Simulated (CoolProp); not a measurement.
Vapour-liquid equilibrium of dimethyl ether (1) + chloromethane (R40) (2) at 248.4 K; x and y are mole fractions of (1).

The numbers come from the multi-fluid Helmholtz-energy mixture model, Wu 2011 and Thol 2014; pair parameters Bell 2016 in CoolProp.

Question: Give the bubble pressure and the first vapour's composition at x = 0.2, 0.5, 0.65. Is there an azeotrope?

Answer: x = 0.2: 94.78 kPa, y = 0.182; x = 0.5: 93.36 kPa, y = 0.507; x = 0.65: 94.46 kPa, y = 0.674. y crosses x between x = 0.35 and 0.5: the model has an azeotrope there.

The pair parameters rest on a limited set of measurements; away from them the model extrapolates.
